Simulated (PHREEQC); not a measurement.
Solution (44 °C): 0.17 mol H3PO4 and 0.1 mol Na2HPO4 per kg of water. Closed to the air; pH follows from the charge balance.

Equilibrium calculation in PHREEQC: ion-association model, phreeqc.dat.

pH: 2.59
ionic strength: 0.203 mol/kgw
activity of water: 0.992
specific conductance: 20200 µS/cm
density: 1.011 g/cm³
total alkalinity: -70.0 meq/kg

| species | molality | activity | log γ |
|---|---|---|---|
| H2PO4- | 0.203 | 0.150 | -0.132 |
| Na+ | 0.200 | 0.148 | -0.131 |
| H3PO4 | 0.0668 | 0.0700 | 0.020 |
| H+ | 0.00324 | 0.00256 | -0.102 |
| HPO4-2 | 1.41e-5 | 4.02e-6 | -0.545 |
| NaHPO4- | 1.57e-6 | 1.16e-6 | -0.132 |

Precipitation was switched off in this run. Species that the database lacks are ignored. Away from 25 °C the constants follow the database's enthalpies or fits; those with neither stay at their 25 °C values.
